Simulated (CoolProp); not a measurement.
Vapour-liquid equilibrium of dimethyl ether (1) + R236EA (2) at 320.8 K; x and y are mole fractions of (1).

The numbers come from the multi-fluid Helmholtz-energy mixture model, Wu 2011 and Rui 2013; pair parameters Bell 2016 in CoolProp.

```tsv
x	bubble pressure (MPa)	y at the bubble point	dew pressure at overall composition x (MPa)	liquid density (mol/L)
0.05	0.4282	0.056	0.4279	9.080
0.15	0.4374	0.177	0.4349	9.492
0.25	0.4537	0.311	0.4453	9.924
0.35	0.4813	0.455	0.4599	10.38
0.45	0.5247	0.598	0.4802	10.84
0.55	0.5878	0.727	0.5079	11.33
0.65	0.6728	0.832	0.5467	11.82
0.75	0.7783	0.908	0.6032	12.32
0.85	0.8982	0.959	0.6934	12.82
0.95	1.021	0.990	0.8715	13.29
```

No azeotrope shows between x = 0.05 and 0.95.

The pair parameters rest on a limited set of measurements; away from them the model extrapolates.
